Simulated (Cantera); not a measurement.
Cantera run:

```python
import numpy as np
import cantera as ct

gas_names = """
    B BH BH2 BH3 BN BO BO2 B2 B2O B2O2 B2O3 B3O3H3 H HBO HBO2 HNO HNO2 HNO3 HO2 H2 H2O H2O2 H3B3O6 N NH
    NH2 NH3 NH2OH NO NO2 NO3 N2 N2H2 N2H4 N2O O OH O2 O3
""".split()
cond_names = """
    B(b) B(L) BN(s) B2O3(L) B3O3H3(cr) H2O(s) H2O(L)
""".split()


def load(file, names, dense=False):
    # The tables refer to 1 bar. Condensed volumes are neglected.
    table = {s.name: s for s in ct.Species.list_from_file(file)}
    out = []
    for n in names:
        d = dict(table[n].input_data)
        d["thermo"] = dict(d["thermo"], **{"reference-pressure": 1e5})
        if dense:
            d["equation-of-state"] = {"model": "constant-volume", "density": "1e6 g/cm^3"}
        out.append(ct.Species.from_dict(d))
    return out


gas = ct.Solution(thermo="ideal-gas", species=load("nasa_gas.yaml", gas_names))
cond = {s.name: ct.Solution(thermo="fixed-stoichiometry", species=[s], name=s.name)
        for s in load("nasa_condensed.yaml", cond_names, dense=True)}
atoms = {
    'borazine': {'B': 3, 'N': 3, 'H': 6},
    'H2O': {'H': 2, 'O': 1},
    'H2': {'H': 2},
}
top_T = {'BN(s)': 3200}  # K; cautious upper limits of use, not melting points


def equilibrate(T, P, feed):
    n = {}
    for name, mol in feed.items():
        for a, k in atoms[name].items():
            n[a] = n.get(a, 0.0) + k * mol
    gas.TPX = T, P, n
    mass = sum(n.values()) * gas.mean_molecular_weight
    gas.equilibrate("TP")
    valid = [c for c in cond.values() if c.min_temp <= T <= top_T.get(c.name, c.max_temp)]
    mix = ct.Mixture([(gas, mass / gas.mean_molecular_weight)] + [(c, 0.0) for c in valid])
    mix.T, mix.P = T, P
    mix.equilibrate("TP", solver="vcs", rtol=1e-11, max_steps=5000)
    return mix


results = []
T = 1098.15  # K
P = 43000  # Pa
for m in [1.2, 1.5, 2, 2.6, 3.4, 4.5, 5.9, 7.8, 10, 13, 18]:
    feed = {'borazine': 1, 'H2O': m, 'H2': 2.7}  # mol
    mix = equilibrate(T, P, feed)
    results.append((T, P, feed, dict(zip(mix.species_names, mix.species_moles))))

top = {s: max(r[3][s] / sum(r[3][g] for g in gas_names) for r in results) for s in gas_names}
cols = sorted((s for s in top if top[s] > 0.0001), key=lambda s: -top[s])[:8]
seen = [c for c in cond_names if any(r[3].get(c, 0) > 1e-12 for r in results)]
print("log10 of partial pressures in bar; condensed amounts in mol")
print(f"{'n(H2O)':>10s}" + "".join(f"{s[:9]:>10s}" for s in cols + seen))
for T, P, feed, n in results:
    ng = sum(n[g] for g in gas_names)
    print(f"{feed['H2O']:10.4g}" + "".join(f"{np.log10(max(n[s] / ng * P / 1e5, 1e-99)):10.3f}" for s in cols)
          + "".join(f"{n.get(c, 0):10.4g}" for c in seen))
```

Result:

```
log10 of partial pressures in bar; condensed amounts in mol
    n(H2O)        H2       H2O        N2    H3B3O6      HBO2     BN(s)   B2O3(L)
       1.2    -0.392    -2.967    -1.634    -6.205    -5.256     2.212    0.3938
       1.5    -0.397    -2.947    -1.560    -6.175    -5.246     2.014    0.4932
         2    -0.404    -2.924    -1.470    -6.140    -5.234     1.682    0.6588
       2.6    -0.411    -2.906    -1.395    -6.113    -5.225     1.284    0.8577
       3.4    -0.419    -2.891    -1.326    -6.091    -5.218    0.7538     1.123
       4.5    -0.427    -2.878    -1.262    -6.072    -5.211   0.02407     1.488
       5.9    -0.475    -1.340    -1.308    -3.765    -4.442         0     1.492
       7.8    -0.534    -1.027    -1.366    -3.296    -4.286         0     1.473
        10    -0.593    -0.866    -1.426    -3.053    -4.205         0     1.446
        13    -0.663    -0.747    -1.495    -2.874    -4.146         0     1.404
        18    -0.758    -0.642    -1.591    -2.718    -4.093         0      1.33
```

Equilibrium computed with Cantera from the NASA thermochemical tables; the gas is ideal and each condensed phase is pure. The feed counts by its element totals alone. Mutual solubility and eutectic melting of coexisting phases are not modelled. Gases not in the tables: H3BO3.
